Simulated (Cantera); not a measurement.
Charge: 1 mol SiCl4, 9.3 mol H2, at 1375 °C and 5.40 bar.

Equilibrium computed with Cantera from the NASA thermochemical tables; the gas is ideal and each condensed phase is pure. Candidate condensed phases: Si; 19 gas species. The tables' values for SiCl3 are old estimates; treat these amounts as uncertain. Rates play no part.

Base state: H2 0.780, HCl 0.128, SiCl2 0.0467, SiCl3 0.0165, SiHCl3 0.0131, SiCl4 0.0129, SiH2Cl2 0.00228, SiH3Cl 0.000119 (mole fractions); condensed: gas only.

**Question.** What changes in the equilibrium state with this change: pressure from 5.40 bar to 0.100 bar?

**Answer.** 
| species | before | after |
|---|---|---|
| H2 | 0.780 | 0.741 |
| HCl | 0.128 | 0.170 |
| SiCl2 | 0.0467 | 0.0820 |
| SiHCl3 | 0.0131 | 0.000567 |
| SiCl4 | 0.0129 | 0.000780 |
| SiCl3 | 0.0165 | 0.00539 |
| SiH3Cl | 0.000119 | 2.62e-6 |
| SiH2Cl2 | 0.00228 | 7.02e-5 |
| Cl | 4.36e-6 | 4.37e-5 |
| SiCl | 2.33e-6 | 2.20e-5 |
The tables' values for SiCl3, SiCl are old estimates; treat these amounts as uncertain.
